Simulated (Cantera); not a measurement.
An adiabatic, constant-volume homogeneous reactor starts with 9.05 % CH3OH, 19.1 % O2, 71.9 % N2, equivalence ratio 0.71, at 1500 K and 3.70 bar.

Computed with Cantera and GRI-Mech 3.0 (53 species, 325 reactions). GRI-Mech 3.0 was tuned for natural gas; its chemistry of methanol as a main component is partial and can be far from experiment.

Question: Predict: time of steepest temperature rise; temperature at 3.00 s; equilibrium temperature; x(O2) at 3.00 s; x(H2O) at 3.00 s; x(N2O) at 3.00 s.

Answer: 
* **time of steepest temperature rise**: 72.1 µs
* **temperature at 3.00 s**: 2859 K
* **equilibrium temperature**: 2859 K
* **x(O2) at 3.00 s**: 0.0493 (gas-phase equilibrium 0.0493)
* **x(H2O) at 3.00 s**: 0.151 (gas-phase equilibrium 0.151)
* **x(N2O) at 3.00 s**: 2.51e-6 (gas-phase equilibrium 2.51e-6)
